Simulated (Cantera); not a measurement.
## Diamond growth

A diamond (100) surface in a fixed gas of H2 with x(CH4) = 0.014, x(H) = 0.00027, at 1298 K, 0.210 bar; coverages are run to steady state.

Computed with Cantera and the Harris–Goodwin 1993 mechanism for the reconstructed diamond (100) surface.

| x(CH3) | growth (µm/h) | θ c6HH | θ c6H* | θ c6*H | θ c6** | θ c6HM |
|---|---|---|---|---|---|---|
| 1e-06 | 0.00948 | 0.526 | 0.0394 | 0.423 | 0.0124 | 6.26e-6 |
| 2.7e-06 | 0.0256 | 0.526 | 0.0394 | 0.423 | 0.0124 | 1.69e-5 |
| 7.5e-06 | 0.0710 | 0.525 | 0.0394 | 0.423 | 0.0124 | 4.69e-5 |
| 2.1e-05 | 0.198 | 0.525 | 0.0394 | 0.422 | 0.0123 | 0.000131 |
| 5.7e-05 | 0.533 | 0.525 | 0.0394 | 0.422 | 0.0122 | 0.000355 |
| 0.00016 | 1.46 | 0.524 | 0.0393 | 0.421 | 0.0119 | 0.000990 |
| 0.00043 | 3.70 | 0.521 | 0.0390 | 0.418 | 0.0111 | 0.00261 |
| 0.0012 | 8.93 | 0.515 | 0.0384 | 0.412 | 0.00924 | 0.00700 |
| 0.0032 | 18.1 | 0.502 | 0.0372 | 0.399 | 0.00648 | 0.0174 |
θ: site fractions in the mechanism's names (c6HH fully hydrogenated, c6H* and c6*H radical sites, c6** diradical, c6HM methylated).
